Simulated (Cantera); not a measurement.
A Cantera script and its output.

```python
import numpy as np
import cantera as ct

gas = ct.Solution("gri30.yaml")
gas.TPX = 1025, 79000, {'CH4': 1, 'C2H6': 0.13, 'O2': 2.58, 'N2': 9.72, 'H2O': 0.99}
reactor = ct.IdealGasReactor(gas, energy="on", clone=False)
net = ct.ReactorNet([reactor])
net.rtol, net.atol = 1e-08, 1e-16
show = ['CH4', 'C2H6', 'O2', 'HCO', 'CH2O']
times = np.geomspace(2e-06, 0.8, 16)

steps = ct.SolutionArray(gas, extra=["t"])
rows = []
print(f"{'t/s':>10s}{'T/K':>9s}{'P/Pa':>11s}" + "".join(f"{s:>11s}" for s in show))
for t in times:
    while net.time < t:
        t_next = net.step()
        steps.append(gas.state, t=t_next)
    rows.append([np.interp(t, steps.t, y) for y in (steps.T, steps.P, *steps(*show).X.T)])
    print(f"{t:10.3e}{rows[-1][0]:9.1f}{rows[-1][1]:11.4g}" + "".join(f"{x:11.3e}" for x in rows[-1][2:]))
rate = np.gradient(steps.T, steps.t)
print("integrator steps:", len(steps.t))
if steps.T.max() > steps.T[0] + 200:
    print(f"time of steepest temperature rise: {steps.t[rate.argmax()]:.4e} s")
gas.TPX = 1025, 79000, {'CH4': 1, 'C2H6': 0.13, 'O2': 2.58, 'N2': 9.72, 'H2O': 0.99}
gas.equilibrate("UV")
print(f"equilibrium (UV): T = {gas.T:.1f} K  " + "  ".join(f"{s} {gas[s].X[0]:.3e}" for s in show))
```

Output:

```
       t/s      T/K       P/Pa        CH4       C2H6         O2        HCO       CH2O
 2.000e-06   1025.0    7.9e+04  6.935e-02  9.015e-03  1.789e-01  5.407e-22  2.201e-14
 4.726e-06   1025.0    7.9e+04  6.935e-02  9.015e-03  1.789e-01  3.182e-21  1.256e-13
 1.117e-05   1025.0    7.9e+04  6.935e-02  9.015e-03  1.789e-01  1.819e-20  7.083e-13
 2.639e-05   1025.0    7.9e+04  6.935e-02  9.015e-03  1.789e-01  1.028e-19  3.977e-12
 6.236e-05   1025.0    7.9e+04  6.935e-02  9.015e-03  1.789e-01  5.750e-19  2.214e-11
 1.474e-04   1025.0    7.9e+04  6.935e-02  9.015e-03  1.789e-01  3.185e-18  1.217e-10
 3.482e-04   1025.0    7.9e+04  6.935e-02  9.015e-03  1.789e-01  1.745e-17  6.578e-10
 8.229e-04   1025.0    7.9e+04  6.935e-02  9.015e-03  1.789e-01  9.306e-17  3.412e-09
 1.944e-03   1025.0    7.9e+04  6.935e-02  9.015e-03  1.789e-01  4.747e-16  1.655e-08
 4.595e-03   1025.0    7.9e+04  6.935e-02  9.015e-03  1.789e-01  2.391e-15  7.627e-08
 1.086e-02   1025.0    7.9e+04  6.935e-02  9.014e-03  1.789e-01  1.652e-14  4.208e-07
 2.566e-02   1025.1    7.9e+04  6.934e-02  9.005e-03  1.789e-01  6.039e-13  6.411e-06
 6.063e-02   1038.4   8.01e+04  6.783e-02  8.118e-03  1.770e-01  3.182e-09  1.012e-03
 1.433e-01   2658.3  2.114e+05  1.657e-15  9.512e-30  1.874e-02  2.236e-08  2.646e-10
 3.385e-01   2658.3  2.114e+05  1.657e-15  9.512e-30  1.874e-02  2.236e-08  2.646e-10
 8.000e-01   2658.3  2.114e+05  1.657e-15  9.512e-30  1.874e-02  2.236e-08  2.646e-10
integrator steps: 2373
time of steepest temperature rise: 7.1390e-02 s
equilibrium (UV): T = 2658.3 K  CH4 2.146e-15  C2H6 1.452e-29  O2 1.874e-02  HCO 2.236e-08  CH2O 2.646e-10
```

Model: GRI-Mech 3.0 (53 species, 325 reactions), integrated in Cantera.
